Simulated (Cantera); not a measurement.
What does this Cantera script print?

```python
import numpy as np
import cantera as ct

gas_names = """
    H H2 Si SiH SiH2 SiH3 SiH4 Si2 Si3
""".split()
cond_names = """
    Si(cr) Si(L)
""".split()


def load(file, names, dense=False):
    # The tables refer to 1 bar. Condensed volumes are neglected.
    table = {s.name: s for s in ct.Species.list_from_file(file)}
    out = []
    for n in names:
        d = dict(table[n].input_data)
        d["thermo"] = dict(d["thermo"], **{"reference-pressure": 1e5})
        if dense:
            d["equation-of-state"] = {"model": "constant-volume", "density": "1e6 g/cm^3"}
        out.append(ct.Species.from_dict(d))
    return out


gas = ct.Solution(thermo="ideal-gas", species=load("nasa_gas.yaml", gas_names))
cond = {s.name: ct.Solution(thermo="fixed-stoichiometry", species=[s], name=s.name)
        for s in load("nasa_condensed.yaml", cond_names, dense=True)}
atoms = {
    'Si': {'Si': 1},
    'H2': {'H': 2},
}
top_T = {}  # K; cautious upper limits of use, not melting points


def equilibrate(T, P, feed):
    n = {}
    for name, mol in feed.items():
        for a, k in atoms[name].items():
            n[a] = n.get(a, 0.0) + k * mol
    gas.TPX = T, P, n
    mass = sum(n.values()) * gas.mean_molecular_weight
    gas.equilibrate("TP")
    valid = [c for c in cond.values() if c.min_temp <= T <= top_T.get(c.name, c.max_temp)]
    mix = ct.Mixture([(gas, mass / gas.mean_molecular_weight)] + [(c, 0.0) for c in valid])
    mix.T, mix.P = T, P
    mix.equilibrate("TP", solver="vcs", rtol=1e-11, max_steps=5000)
    return mix


results = []
feed = {'Si': 1, 'H2': 7.9}  # mol
T = 950  # K
P = 920000  # Pa
mix = equilibrate(T, P, feed)
results.append((T, P, feed, dict(zip(mix.species_names, mix.species_moles))))
print(gas.report(threshold=1e-06))
for i in range(1, mix.n_phases):
    print(f"{mix.phase(i).name:16s} {mix.phase_moles(i):12.5e} mol")
```

Result:

```
       temperature   950 K
          pressure   9.2e+05 Pa
           density   0.23482 kg/m^3
  mean mol. weight   2.0161 kg/kmol
   phase of matter   gas

                          1 kg             1 kmol
                     ---------------   ---------------
          enthalpy        9.5132e+06        1.9179e+07  J
   internal energy        5.5953e+06        1.1281e+07  J
           entropy             72536        1.4624e+05  J/K
    Gibbs function       -5.9396e+07       -1.1975e+08  J
 heat capacity c_p             14934             30108  J/K
 heat capacity c_v             10810             21794  J/K

                      mass frac. Y      mole frac. X     chem. pot. / RT
                     ---------------   ---------------   ---------------
                H2           0.99995                 1            -15.16
              SiH4        5.2151e-05        3.2737e-06            -33.88
     [   +7 minor]        4.5589e-10        2.0768e-10

Si(cr)            9.99974e-01 mol
```

Method: chemical equilibrium by Gibbs-energy minimisation in Cantera with the NASA 1993 tables (ideal gas, pure condensed phases).
